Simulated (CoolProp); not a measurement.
Ethanol along the isotherm 620 K: Z from the reference equation and from simpler models built on Tc = 514.7 K, pc = 62.68 bar, ω = 0.644; each cubic takes its own stable root.

Values from CoolProp's reference Helmholtz-energy equation of state, Schroeder 2014.

| p (bar) | phase | reference | van der Waals | Soave-Redlich-Kwong |
|---|---|---|---|---|
| 0.496 | gas | 0.9990 | 0.9985 | 0.9988 |
| 1.02 | gas | 0.9980 | 0.9970 | 0.9976 |
| 2.09 | gas | 0.9959 | 0.9937 | 0.9951 |
| 4.29 | gas | 0.9917 | 0.9871 | 0.9900 |
| 8.81 | gas | 0.9828 | 0.9732 | 0.9794 |
| 18.1 | gas | 0.9643 | 0.9438 | 0.9576 |
| 37.2 | gas | ___ | ___ | 0.9133 |
| 76.3 | supercritical | 0.8329 | 0.7218 | 0.8275 |
| 157 | supercritical | 0.6161 | ___ | 0.7257 |

Task: Complete the blanks.

Result: 
- 37.2, reference: 0.9246
- 37.2, van der Waals: 0.8790
- 157, van der Waals: 0.5637
